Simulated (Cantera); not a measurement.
Charge: 1 mol SiO2, 0.0075 mol C, 3.3 mol H2, at 0.0400 bar.

These are equilibrium values from Cantera (NASA tables, ideal gas, pure condensed phases), not measurements of a reactor. Candidate condensed phases: C, C6H6, C7H8, C8H18, H2O, Si, SiC, SiO2; 123 gas species. The tables hold silica as quartz up to 1696 K and as liquid above; real silica turns to tridymite and cristobalite and melts near 1996 K. Rates play no part.

### Question
At 1948 K, list the 4 most abundant gas species with their mole fractions, and the condensed phases.

### Answer
H2 0.938, SiO 0.0282, H2O 0.0260, H 0.00547. Condensed: SiO2(condensed).
